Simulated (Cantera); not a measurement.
An isothermal, constant-pressure homogeneous reactor starts with 0.284 % CH₂O, 1.96 % O₂, 97.8 % N₂, equivalence ratio 0.14, at 1125 K and 0.690 bar.

Cantera simulation using GRI-Mech 3.0 (53 species, 325 reactions); the numbers are that mechanism's predictions, not measurements.

One state of this run: x CH₂O = <1e-12; x O₂ = 0.0174; x NO = 1.05e-8; x HCN = <1e-12; x H₂ = 1.04e-5; x CH₂ = <1e-12; x H₂O = 0.00281. x: mole fraction; the columns are a selection and need not sum to one.

Which value of t (s) does it belong to?
(A) 0.00215
(B) 0.0316
(C) 26.1
(D) 0.00825

B, 0.0316
